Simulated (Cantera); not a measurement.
An isothermal, constant-pressure homogeneous reactor starts with 0.311 % H2, 79.8 % O2, 19.9 % N2, equivalence ratio 0.0019, at 1350 K and 220 Pa.

Cantera simulation using the H2/O2 subset of GRI-Mech 3.0, which has no nitrogen chemistry; the numbers are that mechanism's predictions, not measurements. Radical loss at walls, strong at low pressure, is not modelled.

Problem. Predict: x(H2) at 2.00 s; x(O2) at 2.00 s; x(H) at 2.00 s; x(H2O) at 2.00 s; x(HO2) at 2.00 s.

Solution. 
```
Quantity                                           Result
----------------  ---------------------------------------
x(H2) at 2.00 s   4.81e-6 (gas-phase equilibrium 1.52e-8)
x(O2) at 2.00 s       0.795 (gas-phase equilibrium 0.797)
x(H) at 2.00 s    3.78e-5 (gas-phase equilibrium 6.31e-9)
x(H2O) at 2.00 s  0.00290 (gas-phase equilibrium 0.00310)
x(HO2) at 2.00 s  2.67e-8 (gas-phase equilibrium 6.14e-9)
```
